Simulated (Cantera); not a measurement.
An adiabatic, constant-volume homogeneous reactor starts with C₃H₈ : O₂ : N₂ = 1 : 9.62 : 36.2 (molar parts), equivalence ratio 0.52, at 1723 K and 0.210 bar. Integrator tolerance rtol = 1e-08.

Cantera simulation using GRI-Mech 3.0 (53 species, 325 reactions); the numbers are that mechanism's predictions, not measurements. GRI-Mech 3.0 was tuned for natural gas; its chemistry of propane as a main component is partial and can be far from experiment.

**Question.** What does this change do: 2.7 parts H2 added?

**Answer.** 
```json
[
 {"quantity": "time of steepest temperature rise", "before": "57.5 µs", "after": "45.3 µs"},
 {"quantity": "temperature at 0.200 s", "before": "2626 K", "after": "2721 K"},
 {"quantity": "equilibrium temperature", "before": "2626 K", "after": "2721 K"},
 {"quantity": "x(C₃H₈) at 0.200 s", "before": "<1e-12 (gas-phase equilibrium <1e-12)", "after": "<1e-12 (gas-phase equilibrium <1e-12)"},
 {"quantity": "x(O₂) at 0.200 s", "before": "0.0863 (gas-phase equilibrium 0.0863)", "after": "0.0613 (gas-phase equilibrium 0.0613)"},
 {"quantity": "x(CO) at 0.200 s", "before": "0.0178 (gas-phase equilibrium 0.0178)", "after": "0.0250 (gas-phase equilibrium 0.0250)"},
 {"quantity": "x(O) at 0.200 s", "before": "0.0134 (gas-phase equilibrium 0.0134)", "after": "0.0168 (gas-phase equilibrium 0.0168)"},
 {"quantity": "x(HO₂) at 0.200 s", "before": "6.19e-6 (gas-phase equilibrium 6.19e-6)", "after": "7.40e-6 (gas-phase equilibrium 7.40e-6)"}
]
```

**Question.** What does this change do: O2 9.62 to 3.3 parts?

**Answer.** 
```tsv
quantity	before	after
time of steepest temperature rise	57.5 µs	0.117 ms
temperature at 0.200 s	2626 K	2525 K
equilibrium temperature	2626 K	2525 K
x(C₃H₈) at 0.200 s	<1e-12 (gas-phase equilibrium <1e-12)	<1e-12 (gas-phase equilibrium <1e-12)
x(O₂) at 0.200 s	0.0863 (gas-phase equilibrium 0.0863)	0.000614 (gas-phase equilibrium 0.000614)
x(CO) at 0.200 s	0.0178 (gas-phase equilibrium 0.0178)	0.0515 (gas-phase equilibrium 0.0515)
x(O) at 0.200 s	0.0134 (gas-phase equilibrium 0.0134)	0.000708 (gas-phase equilibrium 0.000708)
x(HO₂) at 0.200 s	6.19e-6 (gas-phase equilibrium 6.19e-6)	1.11e-7 (gas-phase equilibrium 1.11e-7)
```

**Question.** What does this change do: N2 36.2 to 46 parts?

**Answer.** 
```
quantity                                                            before                                    after
---------------------------------  ---------------------------------------  ---------------------------------------
time of steepest temperature rise                                  57.5 µs                                  63.5 µs
temperature at 0.200 s                                              2626 K                                   2553 K
equilibrium temperature                                             2626 K                                   2553 K
x(C₃H₈) at 0.200 s                   <1e-12 (gas-phase equilibrium <1e-12)    <1e-12 (gas-phase equilibrium <1e-12)
x(O₂) at 0.200 s                     0.0863 (gas-phase equilibrium 0.0863)    0.0721 (gas-phase equilibrium 0.0721)
x(CO) at 0.200 s                     0.0178 (gas-phase equilibrium 0.0178)    0.0124 (gas-phase equilibrium 0.0124)
x(O) at 0.200 s                      0.0134 (gas-phase equilibrium 0.0134)  0.00891 (gas-phase equilibrium 0.00891)
x(HO₂) at 0.200 s                  6.19e-6 (gas-phase equilibrium 6.19e-6)  4.18e-6 (gas-phase equilibrium 4.18e-6)
```
